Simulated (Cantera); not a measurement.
Gas-phase reforming

An isothermal, constant-pressure homogeneous reactor starts with 28.6 % CH4, 28.6 % CO2, 42.9 % H2, at 1475 K and 15.0 bar.

Detailed kinetics in Cantera: GRI-Mech 3.0 (53 species, 325 reactions). The pressure lies above the range GRI-Mech 3.0 was tuned for (to about 10 atm).

```json
[
 {"t (s)": "2.00e-5", "x CH4": "0.286", "x CO2": "0.286", "x H2": "0.429", "x CH2CO": "<1e-12", "x CH2O": "2.27e-9"},
 {"t (s)": "6.55e-5", "x CH4": "0.286", "x CO2": "0.286", "x H2": "0.429", "x CH2CO": "1.39e-11", "x CH2O": "2.12e-8"},
 {"t (s)": "0.000215", "x CH4": "0.286", "x CO2": "0.285", "x H2": "0.428", "x CH2CO": "2.14e-10", "x CH2O": "7.05e-8"},
 {"t (s)": "0.000703", "x CH4": "0.285", "x CO2": "0.285", "x H2": "0.428", "x CH2CO": "2.32e-9", "x CH2O": "1.26e-7"},
 {"t (s)": "0.00230", "x CH4": "0.284", "x CO2": "0.283", "x H2": "0.426", "x CH2CO": "1.72e-8", "x CH2O": "1.50e-7"},
 {"t (s)": "0.00754", "x CH4": "0.282", "x CO2": "0.275", "x H2": "0.421", "x CH2CO": "8.20e-8", "x CH2O": "1.80e-7"},
 {"t (s)": "0.0247", "x CH4": "0.275", "x CO2": "0.251", "x H2": "0.403", "x CH2CO": "3.38e-7", "x CH2O": "2.67e-7"},
 {"t (s)": "0.0809", "x CH4": "0.260", "x CO2": "0.187", "x H2": "0.353", "x CH2CO": "1.32e-6", "x CH2O": "4.85e-7"},
 {"t (s)": "0.265", "x CH4": "0.236", "x CO2": "0.0935", "x H2": "0.282", "x CH2CO": "3.87e-6", "x CH2O": "7.77e-7"},
 {"t (s)": "0.869", "x CH4": "0.224", "x CO2": "0.0654", "x H2": "0.270", "x CH2CO": "4.84e-6", "x CH2O": "8.52e-7"},
 {"t (s)": "2.85", "x CH4": "0.217", "x CO2": "0.0611", "x H2": "0.286", "x CH2CO": "4.12e-6", "x CH2O": "8.23e-7"},
 {"t (s)": "9.32", "x CH4": "0.197", "x CO2": "0.0518", "x H2": "0.324", "x CH2CO": "2.97e-6", "x CH2O": "7.98e-7"},
 {"t (s)": "30.5", "x CH4": "0.159", "x CO2": "0.0377", "x H2": "0.390", "x CH2CO": "1.88e-6", "x CH2O": "8.50e-7"},
 {"t (s)": "100", "x CH4": "0.108", "x CO2": "0.0233", "x H2": "0.470", "x CH2CO": "1.09e-6", "x CH2O": "1.01e-6"}
]
```
x: mole fraction; the columns are a selection and need not sum to one.

Equilibrium at this temperature and pressure: CH4 0.0117, CO2 0.00222, H2 0.618, CH2CO 1.04e-7, CH2O 1.47e-6 (gas phase only).
